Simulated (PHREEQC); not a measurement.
Solution (65 °C): 2.2 mmol/kgw KOH, 1.3 mmol/kgw Fe(NO3)3 and 150 mmol/kgw KH2PO4. Closed to the air; pH follows from the charge balance.

Equilibrium calculation in PHREEQC: ion-association model, wateq4f.dat.

This is a speciation only: nothing precipitates in the calculation.

Order these Fe species by the share of Fe that they hold, largest first: FeHPO4+, FeH2PO4+2, Fe(OH)2+, FeOH+2, Fe(OH)3.

Fe(OH)2+ (58 %), FeH2PO4+2 (38 %), FeOH+2 (2.8 %), Fe(OH)3 (1.0 %), FeHPO4+ (0.16 %)

The pH is 4.61 and the ionic strength 0.156 mol/kgw. Examples of supersaturated solids here: Strengite, Hematite (slow to form). Others may be too. Species that the database lacks are ignored. H3PO4, which wateq4f.dat lacks, is added to it with the constant of phreeqc.dat. Away from 25 °C the constants follow the database's enthalpies or fits; those with neither stay at their 25 °C values.
